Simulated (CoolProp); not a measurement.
A closed Brayton cycle with carbon dioxide: compressor inlet 324.15 K and 9.2 MPa, high pressure 17.5 MPa, turbine inlet 715 K, compressor efficiency 0.8, turbine efficiency 0.9, recuperator effectiveness 0.9 (on enthalpy, no pinch check). Each further row changes one setting.

The numbers come from the reference Helmholtz-energy equation of state, Span 1996 in CoolProp.

| case | thermal efficiency (%) | net work (kJ/kg) | compressor to turbine work | compressor exit (K) | turbine exit (K) |
|---|---|---|---|---|---|
| as stated | … | 45.0 | 0.39 | 372.6 | 643.2 |
| turbine inlet 665 K | … | … | … | 372.6 | 596.0 |
| compressor inlet 334.15 K | 24.7 | 39.5 | 0.46 | 389.1 | 643.2 |
| high pressure 14.9 MPa | 23.6 | … | … | 360.3 | … |
| recuperator effectiveness 0.5 | 14.9 | 45.0 | 0.39 | 372.6 | 643.2 |

Q: Complete the blanks.

A: 
- as stated, thermal efficiency (%): 25.8
- turbine inlet 665 K, thermal efficiency (%): 23.9
- turbine inlet 665 K, net work (kJ/kg): 38.9
- turbine inlet 665 K, compressor to turbine work: 0.43
- high pressure 14.9 MPa, net work (kJ/kg): 35.4
- high pressure 14.9 MPa, compressor to turbine work: 0.37
- high pressure 14.9 MPa, turbine exit (K): 661.0
